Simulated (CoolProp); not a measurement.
Properties of sulfur dioxide along the isotherm 524 K (Tc = 430.6 K, pc = 78.87 bar, ω = 0.256).

The numbers come from the reference Helmholtz-energy equation of state, Gao 2016 in CoolProp.

```
p (bar)          phase  density (kg/m³)  cp (kJ/(kg K))  speed of sound (m/s)  Joule-Thomson coefficient (K/MPa)  fugacity coefficient
-------  -------------  ---------------  --------------  --------------------  ---------------------------------  --------------------
23.3               gas            36.13          0.7954                 279.3                              7.512                0.9502
46.7               gas            76.78          0.8712                 271.5                              7.381                     ?
70                 gas            122.7          0.9702                 264.4                              7.152                0.8550
93.3     supercritical            175.3           1.100                 258.5                              6.793                0.8101
117      supercritical                ?           1.272                 254.6                              6.275                     ?
140      supercritical            305.8           1.471                 254.0                              5.621                0.7262
163      supercritical            381.7           1.670                 258.4                              4.834                0.6886
187      supercritical                ?           1.804                 270.3                              3.946                0.6527
210      supercritical                ?           1.830                 288.6                              3.159                0.6219
233      supercritical            598.2           1.789                 311.3                              2.517                0.5950
257      supercritical            652.6           1.723                 336.7                              2.006                0.5707
280      supercritical            695.9           1.658                 361.0                              1.637                0.5507
303      supercritical            732.6           1.601                 384.5                              1.353                0.5336
327      supercritical                ?           1.549                 407.9                              1.123                0.5183
350      supercritical            792.8           1.507                 429.1                             0.9474                0.5057
```

Task: Fill in the missing entries.

Result: 
- 46.7, fugacity coefficient: 0.9017
- 117, density (kg/m³): 237.1
- 117, fugacity coefficient: 0.7664
- 187, density (kg/m³): 463.2
- 210, density (kg/m³): 535.7
- 327, density (kg/m³): 765.4
